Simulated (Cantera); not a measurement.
Feed: 1 mol SiHCl3, 17 mol N2, 3.5 mol HCl, held at 1200 K and 13.3 mbar.

Cantera equilibrium calculation (NASA polynomials, part measured and part estimated; ideal gas, pure solids and liquids). Candidate condensed phases: NH4Cl, Si, Si3N4; 28 gas species. N2 is the only nitrogen source here; it is nearly inert below about 1500 K, so the nitride shown seldom forms there in practice. The tables' values for SiCl3 are old estimates; treat these amounts as uncertain. The numbers say what is thermodynamically allowed, not how fast it happens.

Base state: N2 0.781, HCl 0.155, SiCl4 0.0353, H2 0.0267, SiCl3 0.00129, SiCl2 0.000415, SiHCl3 0.000165 (mole fractions); condensed: Si3N4(s).

Task: What changes in the equilibrium state with this change: pressure from 13.3 mbar to 2.40 mbar?

Result: 
| species | before | after |
|---|---|---|
| N2 | 0.781 | 0.779 |
| HCl | 0.155 | 0.162 |
| SiCl4 | 0.0353 | 0.0319 |
| H2 | 0.0267 | 0.0230 |
| SiCl2 | 0.000415 | 0.00165 |
| SiCl3 | 0.00129 | 0.00245 |
| SiHCl3 | 0.000165 | 0.000124 |
| Si3N4(s), mol | 0.0662 | 0.0728 |

Task: What changes in the equilibrium state with this change: HCl from 3.5 to 0.12 mol?

Result: 
| species | before | after |
|---|---|---|
| N2 | 0.781 | 0.913 |
| HCl | 0.155 | 0.0542 |
| SiCl4 | 0.0353 | 0.0281 |
| H2 | 0.0267 | 0.00348 |
| SiHCl3 | 0.000165 | 4.91e-5 |
| SiCl3 | 0.00129 | 0.00106 |
| SiCl2 | 0.000415 | 0.000351 |
| Si3N4(s), mol | 0.0662 | 0.153 |
